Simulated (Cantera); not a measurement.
What does this Cantera script print?

```python
import numpy as np
import cantera as ct

gas_names = """
    C CO CO2 C2 C2O C3 C3O2 C4 C5 Mg MgO Mg2 O O2 O3
""".split()
cond_names = """
    C(gr) Mg(cr) Mg(L) MgCO3(s) MgO(s) MgO(L)
""".split()


def load(file, names, dense=False):
    # The tables refer to 1 bar. Condensed volumes are neglected.
    table = {s.name: s for s in ct.Species.list_from_file(file)}
    out = []
    for n in names:
        d = dict(table[n].input_data)
        d["thermo"] = dict(d["thermo"], **{"reference-pressure": 1e5})
        if dense:
            d["equation-of-state"] = {"model": "constant-volume", "density": "1e6 g/cm^3"}
        out.append(ct.Species.from_dict(d))
    return out


gas = ct.Solution(thermo="ideal-gas", species=load("nasa_gas.yaml", gas_names))
cond = {s.name: ct.Solution(thermo="fixed-stoichiometry", species=[s], name=s.name)
        for s in load("nasa_condensed.yaml", cond_names, dense=True)}
atoms = {
    'MgO': {'Mg': 1, 'O': 1},
    'CO': {'C': 1, 'O': 1},
}
top_T = {'C(gr)': 4500}  # K; cautious upper limits of use, not melting points


def equilibrate(T, P, feed):
    n = {}
    for name, mol in feed.items():
        for a, k in atoms[name].items():
            n[a] = n.get(a, 0.0) + k * mol
    gas.TPX = T, P, n
    mass = sum(n.values()) * gas.mean_molecular_weight
    gas.equilibrate("TP")
    valid = [c for c in cond.values() if c.min_temp <= T <= top_T.get(c.name, c.max_temp)]
    mix = ct.Mixture([(gas, mass / gas.mean_molecular_weight)] + [(c, 0.0) for c in valid])
    mix.T, mix.P = T, P
    mix.equilibrate("TP", solver="vcs", rtol=1e-11, max_steps=5000)
    return mix


results = []
feed = {'MgO': 1, 'CO': 1.4}  # mol
P = 10000  # Pa
for T in [1073, 1173, 1273, 1373, 1473, 1573, 1673, 1773, 1873, 1973, 2073, 2173, 2273, 2373]:
    mix = equilibrate(T, P, feed)
    results.append((T, P, feed, dict(zip(mix.species_names, mix.species_moles))))
    x = sorted(zip(gas.X, gas.species_names), reverse=True)
    print(f"T = {T:g} K  P = {P:g} Pa  gas = {mix.phase_moles(0):.4g} mol")
    print("   x: " + "  ".join(f"{s} {v:.3e}" for v, s in x if v > 0.0001))
    print("   condensed (mol): " + ("  ".join(f"{mix.phase(i).name} {mix.phase_moles(i):.4g}"
          for i in range(1, mix.n_phases) if mix.phase_moles(i) > 1e-12) or "none"))
```

Result:

```
T = 1073 K  P = 10000 Pa  gas = 1.381 mol
   x: CO 9.863e-01  CO2 1.370e-02
   condensed (mol): C(gr) 0.01892  MgO(s) 1
T = 1173 K  P = 10000 Pa  gas = 1.396 mol
   x: CO 9.972e-01  CO2 2.774e-03
   condensed (mol): C(gr) 0.003873  MgO(s) 1
T = 1273 K  P = 10000 Pa  gas = 1.399 mol
   x: CO 9.993e-01  CO2 7.177e-04
   condensed (mol): C(gr) 0.001004  MgO(s) 1
T = 1373 K  P = 10000 Pa  gas = 1.4 mol
   x: CO 9.998e-01  CO2 2.272e-04
   condensed (mol): C(gr) 0.0003172  MgO(s) 1
T = 1473 K  P = 10000 Pa  gas = 1.4 mol
   x: CO 9.999e-01
   condensed (mol): C(gr) 8.553e-05  MgO(s) 1
T = 1573 K  P = 10000 Pa  gas = 1.4 mol
   x: CO 9.997e-01  CO2 1.448e-04  Mg 1.448e-04
   condensed (mol): MgO(s) 0.9998
T = 1673 K  P = 10000 Pa  gas = 1.401 mol
   x: CO 9.992e-01  CO2 4.074e-04  Mg 4.074e-04
   condensed (mol): MgO(s) 0.9994
T = 1773 K  P = 10000 Pa  gas = 1.401 mol
   x: CO 9.980e-01  Mg 1.017e-03  CO2 1.017e-03
   condensed (mol): MgO(s) 0.9986
T = 1873 K  P = 10000 Pa  gas = 1.403 mol
   x: CO 9.954e-01  Mg 2.298e-03  CO2 2.298e-03
   condensed (mol): MgO(s) 0.9968
T = 1973 K  P = 10000 Pa  gas = 1.407 mol
   x: CO 9.905e-01  Mg 4.765e-03  CO2 4.765e-03
   condensed (mol): MgO(s) 0.9933
T = 2073 K  P = 10000 Pa  gas = 1.413 mol
   x: CO 9.817e-01  Mg 9.175e-03  CO2 9.174e-03
   condensed (mol): MgO(s) 0.987
T = 2173 K  P = 10000 Pa  gas = 1.424 mol
   x: CO 9.669e-01  Mg 1.655e-02  CO2 1.655e-02
   condensed (mol): MgO(s) 0.9764
T = 2273 K  P = 10000 Pa  gas = 1.441 mol
   x: CO 9.437e-01  Mg 2.816e-02  CO2 2.814e-02
   condensed (mol): MgO(s) 0.9594
T = 2373 K  P = 10000 Pa  gas = 1.467 mol
   x: CO 9.090e-01  Mg 4.543e-02  CO2 4.535e-02
   condensed (mol): MgO(s) 0.9332
```

Method: chemical equilibrium by Gibbs-energy minimisation in Cantera with the NASA 1993 tables (ideal gas, pure condensed phases).
